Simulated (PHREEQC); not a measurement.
Buffer with mixed reagents

Solution A (0.02 mol H3PO4, 0.11 mol Na2SO4 and 0.13 mol KCl per kg of water) is mixed with solution B (15 mmol/kgw H3BO3, 24 mmol/kgw K2SO4 and 42 mmol/kgw FeSO4) at 20 °C; shares are by mass of water, 1 kg in all. The system is closed to oxygen. No CO2 enters from the air. Only these solids could form: Vivianite, Halite, Sylvite, Melanterite.

Model: ion-association model, phreeqc.dat, run in PHREEQC.

Task: Predict pH, H2PO4- (mol/kgw), Fe+2 (mol/kgw) at share of solution B = 0.25, 0.55.

Result: 
| share of solution B | pH | H2PO4- (mol/kgw) | Fe+2 (mol/kgw) |
|---|---|---|---|
| 0.25 | 2.42 | 0.00806 | 0.00364 |
| 0.55 | 2.59 | 0.00321 | 0.0103 |
